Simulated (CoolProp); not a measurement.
Tetradecamethylhexasiloxane (MD4M) along the isobar 1.01 bar: Z from the reference equation and from simpler models built on Tc = 653.2 K, pc = 8.286 bar, ω = 0.800; each cubic takes its own stable root.

The numbers come from the reference Helmholtz-energy equation of state, Thol 2019 in CoolProp.

| T (K) | phase | reference |
|---|---|---|
| 329.2 | liquid | 0.01977 |
| 343 | liquid | 0.01927 |
| 356.7 | liquid | 0.01883 |
| 370.4 | liquid | 0.01843 |
| 384.2 | liquid | 0.01807 |
| 397.9 | liquid | 0.01775 |
| 411.7 | liquid | 0.01747 |
| 425.4 | liquid | 0.01722 |
| 439.2 | liquid | 0.01700 |
| 452.9 | liquid | 0.01681 |
| 466.6 | liquid | 0.01666 |
| 480.4 | liquid | 0.01653 |
| 494.1 | liquid | 0.01644 |
| 507.9 | liquid | 0.01639 |
| 521.6 | liquid | 0.01638 |

Problem. How far does each simpler model (Soave-Redlich-Kwong, Peng-Robinson) lie from the reference over these 15 states: mean and median of the absolute difference, and the worst?

Solution. 
- Soave-Redlich-Kwong: mean 13.8 %, median 13.2 %, worst +17.7 % at 329.2 K and 1.01 bar
- Peng-Robinson: mean 1.7 %, median 1.0 %, worst +5.0 % at 329.2 K and 1.01 bar
